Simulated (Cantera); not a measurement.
**Equilibrium for abatement and gas-phase synthesis: HI + O₂ + H₂**

Input: 1 mol HI, 0.46 mol O₂, 3.2 mol H₂, equilibrated at 0.00160 bar.

Equilibrium computed with Cantera from the NASA thermochemical tables; the gas is ideal and each condensed phase is pure. Candidate condensed phases: H₂O, I₂; 12 gas species. Equilibrium is a limit: real reactors are often held back by kinetics, nucleation or transport.

| T (K) | log p H₂ | log p HI | log p H₂O | log p I | log p I₂ |
|---|---|---|---|---|---|
| 725 | -3.06 | -3.43 | -3.46 | -5.54 | -5.52 |
| 825 | -3.06 | -3.45 | -3.46 | -4.83 | -5.45 |
| 925 | -3.05 | -3.50 | -3.46 | -4.31 | -5.46 |
| 1025 | -3.05 | -3.60 | -3.47 | -3.96 | -5.60 |
| 1125 | -3.04 | -3.76 | -3.48 | -3.74 | -5.86 |
| 1225 | -3.03 | -3.96 | -3.49 | -3.62 | -6.21 |
| 1325 | -3.03 | -4.16 | -3.49 | -3.56 | -6.58 |
| 1425 | -3.03 | -4.36 | -3.50 | -3.52 | -6.94 |
| 1525 | -3.03 | -4.54 | -3.50 | -3.50 | -7.27 |
| 1625 | -3.03 | -4.71 | -3.50 | -3.49 | -7.58 |
log p: log10 of the partial pressure in bar; nothing condenses.

From 725 K to 1625 K nothing is condensed.
